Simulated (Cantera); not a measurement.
A freely propagating, adiabatic, planar premixed flame of H₂ : O₂ : N₂ = 1 : 0.294 : 1.12 (molar parts), equivalence ratio 1.7, unburnt at 575 K and 4.93 atm; mixture-averaged transport, grid criteria slope 0.08 and curve 0.16, no radiation.

Computed with Cantera and the H2/O2 subset of GRI-Mech 3.0, which has no nitrogen chemistry. The hydrogen kinetics of GRI-Mech 3.0 are dated; newer H2 mechanisms differ, most at raised pressure. Burning velocities carry a grid error of a few per cent, more on coarse grids.

**Question.** Predict: laminar burning velocity; thermal thickness; peak x(H₂O₂); peak x(H); peak x(O).

**Answer.** 
```json
{
  "laminar_burning_velocity": "863 cm/s",
  "thermal_thickness": "0.0550 mm",
  "peak x(H₂O₂)": "5.60e-5",
  "peak x(H)": "0.0581",
  "peak x(O)": "0.00371"
}
```
